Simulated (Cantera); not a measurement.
Input: 1 mol HF, 0.51 mol H₂O, 2 mol H₂, equilibrated at 2777 °C and 45800 Torr.

Method: chemical equilibrium by Gibbs-energy minimisation in Cantera with the NASA 1993 tables (ideal gas, pure condensed phases). Candidate condensed phases: H₂O; 22 gas species. The ideal-gas law is rough above about 30 bar. Rates play no part.

Base state: H₂ 0.556, HF 0.282, H₂O 0.142, H 0.0175, OH 0.00155, F 6.02e-5, O 2.97e-5, H₂F₂ 2.50e-5 (mole fractions); condensed: gas only.

**Question.** What changes in the equilibrium state with this change: H₂ from 2 to 0.076 mol?

**Answer.** 
| species | before | after |
|---|---|---|
| HF | 0.282 | 0.623 |
| H₂O | 0.142 | 0.304 |
| H₂ | 0.556 | 0.0538 |
| OH | 0.00155 | 0.0106 |
| H | 0.0175 | 0.00546 |
| O₂ | 3.00e-6 | 0.00146 |
| O | 2.97e-5 | 0.000656 |
